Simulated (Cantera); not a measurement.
Cantera run, input and output.

```python
import numpy as np
import cantera as ct

gas = ct.Solution("gri30.yaml")
gas.TPX = 1025, 3900, {'H2': 0.04, 'O2': 1}
inlet = ct.Reservoir(gas, clone=True)

reactor = ct.IdealGasConstPressureReactor(gas, energy="off", clone=False)
exhaust = ct.Reservoir(gas, clone=True)
tau = [12, 2.1, 0.37, 0.065, 0.011, 0.002, 0.00035][0]
for a, b in ((inlet, reactor), (reactor, exhaust)):
    ct.MassFlowController(a, b, mdot=lambda t: reactor.mass / tau)
net = ct.ReactorNet([reactor])
show = ['H2', 'O2', 'H2O', 'OH', 'O']

rows = []
print(f"{'tau/s':>10s}{'T/K':>9s}" + "".join(f"{s:>11s}" for s in show))
for tau in [12, 2.1, 0.37, 0.065, 0.011, 0.002, 0.00035]:
    net.initial_time = 0.0
    net.advance(30 * tau)
    before = gas.X
    net.advance(40 * tau)
    drift = np.max(np.abs(gas.X - before) / (gas.X + 1e-9))
    rows.append([gas.T, *gas[show].X, drift])
    print(f"{tau:10.3e}{gas.T:9.1f}" + "".join(f"{x:11.3e}" for x in gas[show].X))
```

It prints:

```
     tau/s      T/K         H2         O2        H2O         OH          O
 1.200e+01   1025.0  5.695e-05  9.607e-01  3.911e-02  7.915e-05  7.587e-05
 2.100e+00   1025.0  1.621e-04  9.605e-01  3.897e-02  1.462e-04  2.341e-04
 3.700e-01   1025.0  4.354e-04  9.600e-01  3.859e-02  2.815e-04  6.784e-04
 6.500e-02   1025.0  1.132e-03  9.586e-01  3.761e-02  5.683e-04  1.811e-03
 1.100e-02   1025.0  3.000e-03  9.555e-01  3.486e-02  1.172e-03  4.346e-03
 2.000e-03   1025.0  7.917e-03  9.506e-01  2.792e-02  2.093e-03  7.677e-03
 3.500e-04   1025.0  2.251e-02  9.522e-01  1.284e-02  2.244e-03  6.112e-03
```

Model: GRI-Mech 3.0 (53 species, 325 reactions), integrated in Cantera. Radical loss at walls, strong at low pressure, is not modelled. The temperature is held fixed by assumption; the heat of reaction is taken as removed at once.
